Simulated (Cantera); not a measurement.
A closed system holds: 1 mol PbO, 0.58 mol CH4, 0.19 mol CO, at 2025 K and 0.300 bar.

Equilibrium computed with Cantera from the NASA thermochemical tables; the gas is ideal and each condensed phase is pure. Candidate condensed phases: C, C6H6, C7H8, C8H18, H2O, Pb, PbO, PbO2, Pb3O4; 113 gas species. Gases not in the tables: (PbO)n polymers. Equilibrium is a limit: real reactors are often held back by kinetics, nucleation or transport.

Q: What is the equilibrium state?

A: x(Pb): 0.340
x(H2): 0.275
x(CO): 0.240
x(H2O): 0.120
x(CO2): 0.0224
x(H): 0.00184
x(PbO): 0.000739
x(Pb2): 0.000161
x(OH): 8.41e-5
gas amount: 2.932 mol
log10 activity of Pb(l) (absent): -1.00
log10 activity of C(graphite) (absent): -4.76
